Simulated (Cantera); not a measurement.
## Equilibrium for carbothermic reduction: PbO + CO + N₂

A closed system holds: 1 mol PbO, 1.2 mol CO, 0.21 mol N₂, held at 0.100 bar.

Method: chemical equilibrium by Gibbs-energy minimisation in Cantera with the NASA 1993 tables (ideal gas, pure condensed phases). Candidate condensed phases: C, Pb, PbO, PbO₂, Pb₃O₄; 27 gas species. Gases not in the tables: (PbO)n polymers. The numbers say what is thermodynamically allowed, not how fast it happens.

```tsv
T (K)	x CO₂	x Pb	x CO	x N₂	x PbO	x O₂	x O	n Pb(l)
800	0.709	6.14e-7	0.142	0.149	<1e-12	<1e-12	<1e-12	1.000
950	0.709	5.03e-5	0.142	0.149	1.80e-10	<1e-12	<1e-12	1.000
1100	0.708	0.00121	0.142	0.149	6.48e-8	<1e-12	<1e-12	0.998
1250	0.700	0.0134	0.140	0.147	5.53e-6	<1e-12	<1e-12	0.981
1400	0.647	0.0871	0.130	0.136	0.000178	2.40e-10	4.63e-11	0.865
1550	0.427	0.392	0.0887	0.0902	0.00277	2.37e-8	3.81e-9	0.0808
1700	0.407	0.407	0.0907	0.0871	0.00767	9.52e-7	1.38e-7	0
1850	0.399	0.399	0.0991	0.0871	0.0161	1.88e-5	2.64e-6	0
2000	0.386	0.387	0.111	0.0871	0.0279	0.000210	3.07e-5	0
2150	0.369	0.372	0.128	0.0868	0.0417	0.00149	0.000239	0
2300	0.342	0.358	0.152	0.0859	0.0535	0.00687	0.00130	0
2450	0.298	0.346	0.187	0.0838	0.0582	0.0202	0.00507	0
2600	0.238	0.337	0.231	0.0803	0.0547	0.0399	0.0147	0
```
x: gas mole fraction; n: condensed amount in mol.

From 800 K to 1550 K the condensed part is Pb(l). From 1700 K to 2600 K nothing is condensed.
